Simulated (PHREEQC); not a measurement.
Solution (20 °C): 0.00178 mol BaCl2, 0.00015 mol NaHCO3 and 0.158 mol NaCl per kg of water. Closed to the air; pH follows from the charge balance.

Model: ion-association model, phreeqc.dat, run in PHREEQC.

Precipitation was switched off in this run.

Question: Estimate the pH.

Answer: pH 7.93.

Question: In which forms is C present?

Answer: HCO3- 92 %, NaHCO3 4.7 %, CO2 1.9 %, CO3-2 0.7 %, NaCO3- 0.6 % of the C.
